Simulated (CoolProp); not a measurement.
Vapour-liquid equilibrium of propane (1) + n-butane (2) at 27.75 °C; x and y are mole fractions of (1).

Computed with CoolProp (multi-fluid Helmholtz-energy mixture model, Lemmon 2009 and Bücker 2006; pair parameters Kunz 2012).

| x | bubble pressure (kPa) | y at the bubble point | dew pressure at overall composition x (kPa) | liquid density (mol/L) |
|---|---|---|---|---|
| 0.05 | 298.4 | 0.147 | ? | 9.866 |
| 0.2 | ? | 0.449 | 312.5 | 10.06 |
| 0.35 | 509.4 | ? | 361.1 | ? |
| 0.5 | 620.3 | 0.760 | 427.0 | 10.46 |
| 0.65 | 734.9 | 0.852 | 521.3 | 10.65 |
| 0.8 | 853.6 | 0.924 | 665.7 | 10.84 |
| 0.95 | 977.6 | ? | 905.6 | 11.01 |

Some entries are withheld; supply them.


- 0.05, dew pressure at overall composition x (kPa): 275.3
- 0.2, bubble pressure (kPa): 402.0
- 0.35, y at the bubble point: 0.634
- 0.35, liquid density (mol/L): 10.26
- 0.95, y at the bubble point: 0.982

No azeotrope shows between x = 0.05 and 0.95.

Pair parameters are fitted to limited data, so mixtures are less certain than the pure fluids.
